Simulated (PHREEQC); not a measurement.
NaOH is added in steps, without added water, to 1 kg of water holding 0.18 mol NH4Cl and 0.087 mol K2HPO4, at 25 °C. O2 is buffered at 0.21 atm. The system is closed to CO2. No solid was allowed to form.

Base run: PHREEQC, ion-association model, phreeqc.dat. Each further column changes one thing. The table gives PO4-3 (mol/kgw).

```
NaOH added (mol)      base  Debye-Hückel limiting law  metal-ligand complexes left out  Davies equation for every ion  database wateq4f.dat
----------------  --------  -------------------------  -------------------------------  -----------------------------  --------------------
0                  2.74e-5                    8.54e-5                          3.07e-5                        1.50e-5               1.61e-5
0.01875           0.000131                   0.000684                         0.000145                        6.66e-5               6.85e-5
0.04375           0.000342                    0.00184                         0.000383                       0.000172              0.000177
0.0625            0.000556                    0.00299                         0.000629                       0.000281              0.000288
0.08125           0.000844                    0.00450                         0.000963                       0.000427              0.000439
0.1062             0.00143                    0.00739                          0.00165                       0.000730              0.000750
0.125              0.00217                     0.0106                          0.00251                        0.00112               0.00115
0.1437             0.00350                     0.0152                          0.00404                        0.00185               0.00191
0.1688             0.00789                     0.0244                          0.00884                        0.00476               0.00492
0.1875              0.0161                     0.0338                           0.0171                         0.0123                0.0127
0.2062              0.0290                     0.0449                           0.0299                         0.0254                0.0262
0.2313              0.0486                     0.0611                           0.0494                         0.0438                0.0458
0.25                0.0621                     0.0731                           0.0630                         0.0555                0.0587
```

 H3PO4, which wateq4f.dat lacks, is added to it with the constant of phreeqc.dat. phreeqc.dat and wateq4f.dat share most of their constants, so their agreement is no independent check.
